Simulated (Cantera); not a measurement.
Input (Python, Cantera) and output of one run.

```python
import numpy as np
import cantera as ct

gas_names = """
    CL CL2 H HCL H2 N NH NH2 NH3 N2 N2H2 N2H4 Si SiCL SiCL2 SiCL3 SiCL4 SiH SiHCL3 SiH2 SiH2CL2 SiH3
    SiH3CL SiH4 SiN Si2 Si2N Si3
""".split()
cond_names = """
    NH4CL(a) NH4CL(b) Si(cr) Si(L) Si3N4(a)
""".split()


# ... load() reads the species with a 1 bar reference pressure and builds the phases ...
atoms = {
    'SiHCl3': {'Si': 1, 'H': 1, 'CL': 3},
    'N2': {'N': 2},
}
top_T = {'Si3N4(a)': 2400}  # K; cautious upper limits of use, not melting points


# ... equilibrate(T, P, feed) seeds the gas with the atoms and calls Mixture.equilibrate('TP', solver="vcs", rtol=1e-11, max_steps=5000) ...
results = []
feed = {'SiHCl3': 1, 'N2': 3.4}  # mol
T = 750  # K
P = 1333.22  # Pa
mix = equilibrate(T, P, feed)
results.append((T, P, feed, dict(zip(mix.species_names, mix.species_moles))))
x = sorted(zip(gas.X, gas.species_names), reverse=True)
print(f"T = {T:g} K  P = {P:g} Pa  gas = {mix.phase_moles(0):.4g} mol")
print("   x: " + "  ".join(f"{s} {v:.3e}" for v, s in x if v > 1e-05))
print("   condensed (mol): " + ("  ".join(f"{mix.phase(i).name} {mix.phase_moles(i):.4g}"
      for i in range(1, mix.n_phases) if mix.phase_moles(i) > 1e-12) or "none"))
```

Result:

```
T = 750 K  P = 1333.22 Pa  gas = 4.539 mol
   x: N2 6.879e-01  HCL 1.470e-01  SiCL4 1.285e-01  H2 3.665e-02  SiHCL3 1.450e-05
   condensed (mol): Si3N4(a) 0.1389
```

These are equilibrium values from Cantera (NASA tables, ideal gas, pure condensed phases), not measurements of a reactor. N2 is the only nitrogen source here; it is nearly inert below about 1500 K, so the nitride shown seldom forms there in practice.
